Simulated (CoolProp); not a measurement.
Vapour-liquid equilibrium of carbon dioxide (1) + dimethyl ether (2) at 272 K; x and y are mole fractions of (1).

Model: multi-fluid Helmholtz-energy mixture model, Span 1996 and Wu 2011; pair parameters Bell 2016, in CoolProp.

| x | bubble pressure, mixture model (kPa) | bubble pressure, Raoult's law (kPa) | y, mixture model | y, Raoult's law |
|---|---|---|---|---|
| 0.05 | 352.4 | 412.3 | 0.293 | 0.410 |
| 0.15 | 563.7 | 724.7 | 0.587 | 0.700 |
| 0.25 | ? | 1037 | ? | 0.815 |
| 0.35 | 1062 | 1350 | 0.818 | 0.877 |
| 0.45 | 1351 | 1662 | 0.873 | 0.915 |
| 0.55 | 1665 | 1974 | 0.911 | 0.942 |
| 0.65 | 2003 | 2287 | 0.939 | 0.961 |
| 0.75 | 2363 | 2599 | 0.960 | 0.975 |
| 0.85 | 2747 | 2912 | ? | 0.987 |
| 0.95 | ? | 3224 | 0.993 | 0.996 |

### Question
Some entries are withheld; supply them.

### Answer

- 0.25, bubble pressure, mixture model (kPa): 800.1
- 0.25, y, mixture model: 0.732
- 0.85, y, mixture model: 0.978
- 0.95, bubble pressure, mixture model (kPa): 3158

The largest gap from Raoult's law is -22.8 % in bubble pressure, at x = 0.25. No azeotrope shows between x = 0.05 and 0.95.

Pair parameters are fitted to limited data, so mixtures are less certain than the pure fluids.
